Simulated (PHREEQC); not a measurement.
A column of 1 m (40 cells, dispersivity 0.035 m, 3600 s a shift, diffusion coefficient 3e-10 m²/s) holds 0.41 eq of the database's cation exchanger X per kg of pore water, first in equilibrium with 0.00077 mol MgSO4, 0.021 mol NH4Cl and 1e-05 mol HCl per kg of water. It is flushed with 0.0098 mol CaCl2, 0.078 mol MgCl2 and 1e-05 mol HCl per kg of water, at 25 °C. Values are for the last cell. No CO2 enters from the air. Nothing may precipitate in this run.

Base run: PHREEQC, ion-association model, phreeqc.dat. Each further column changes one thing. The table gives NH4 in solution (mol/kgw).

```
pore volumes      base  exchange capacity from 0.41 to 0.2 eq/kgw  dispersivity from 0.035 to 0.07 m
------------  --------  -----------------------------------------  ---------------------------------
0               0.0210                                     0.0210                             0.0210
0.9125          0.0695                                     0.0693                             0.0752
1.812            0.119                                     0.0836                              0.111
2.712           0.0905                                     0.0248                             0.0809
3.612           0.0495                                    0.00435                             0.0477
4.287           0.0266                                   0.000981                             0.0296
5.188          0.00982                                   0.000118                             0.0146
6.088          0.00317                                    1.29e-5                            0.00684
6.987         0.000935                                    1.34e-6                            0.00310
```
